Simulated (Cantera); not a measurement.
Input: 1 mol Ta(OEt)5, 1.9 mol O2, 31 mol H2, at 0.133 bar.

These are equilibrium values from Cantera (NASA tables, ideal gas, pure condensed phases), not measurements of a reactor. Candidate condensed phases: C, C6H6, C7H8, C8H18, H2O, Ta, TaC, Ta2O5; 113 gas species. The feed counts by its element totals alone. TaC: taken at fixed stoichiometry. Condensed phases not in the tables: Ta2C. The numbers say what is thermodynamically allowed, not how fast it happens.

x: gas mole fraction; n: condensed amount in mol.

| T (K) | x H2 | x CO | x CH4 | x H2O | x CO2 | n C(graphite) | n Ta2O5(s) | n TaC(s) |
|---|---|---|---|---|---|---|---|---|
| 873 | 0.831 | 0.0804 | 0.0413 | 0.0379 | 0.00977 | [?] | 0.500 | 0 |
| 973 | 0.860 | 0.117 | 0.0127 | 0.00837 | 0.00184 | 3.58 | 0.500 | 0 |
| 1073 | 0.868 | 0.125 | 0.00462 | 0.00188 | 0.000293 | 3.58 | 0.500 | 0 |
| 1173 | 0.830 | 0.168 | 0.00179 | 0.000659 | 0.000105 | [?] | 0 | 1.00 |
| 1273 | 0.831 | 0.168 | 0.000864 | 0.000222 | 2.71e-5 | 0.168 | 0 | 1.00 |
| 1373 | 0.831 | 0.168 | 0.000464 | 8.73e-5 | 8.58e-6 | 0.181 | 0 | 1.00 |
| 1473 | 0.831 | 0.168 | 0.000271 | 3.91e-5 | 3.19e-6 | 0.187 | 0 | 1.00 |
| 1573 | 0.831 | 0.168 | 0.000169 | 1.94e-5 | 1.36e-6 | 0.190 | 0 | 1.00 |
| 1673 | 0.831 | 0.168 | 0.000112 | 1.05e-5 | 6.42e-7 | 0.190 | 0 | 1.00 |
| 1773 | 0.831 | 0.168 | 7.76e-5 | 6.09e-6 | 3.32e-7 | 0.184 | 0 | 1.00 |
| 1873 | 0.830 | 0.168 | 5.60e-5 | 3.75e-6 | 1.85e-7 | [?] | 0 | 1.00 |

Task: Fill in the missing entries.

Result: 
- 873, n C(graphite): 3.99
- 1173, n C(graphite): 0.147
- 1873, n C(graphite): 0.170
